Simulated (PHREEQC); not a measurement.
1 kg of water holding 0.49 mol/kgw CaCl2, 0.25 mol/kgw NaCl and 0.023 mol/kgw MgCl2 is evaporated at 60 °C; the solids stay in contact with the brine. No CO2 enters from the air. Only these solids could form: Bischofite, Brucite, Halite, Portlandite, MgCl2_4H2O.

Equilibrium calculation in PHREEQC: Pitzer model, pitzer.dat.

Task: Predict ionic strength, water activity at water left (kg) = 0.4563, 0.1711, 0.1407, 0.09502.

Result: 
| water left (kg) | ionic strength | water activity |
|---|---|---|
| 0.4563 | 3.92 | 0.914 |
| 0.1711 | 10.5 | 0.685 |
| 0.1407 | 12.3 | 0.618 |
| 0.09502 | 16.6 | 0.462 |

Constants without temperature data keep their 25 °C values here.
